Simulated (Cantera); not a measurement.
Input: 1 mol Cu, 0.78 mol F2, 9.4 mol N2, 7.9 mol HF, held at 2.20 mbar.

Equilibrium computed with Cantera from the NASA thermochemical tables; the gas is ideal and each condensed phase is pure. Candidate condensed phases: Cu, CuF2; 25 gas species. Equilibrium is a limit: real reactors are often held back by kinetics, nucleation or transport.

Q: At 1173 K, list the 4 most abundant gas species with their mole fractions, and the condensed phases.

A: N2 0.514, HF 0.432, CuF2 0.0306, CuF 0.0240. Condensed: gas only.
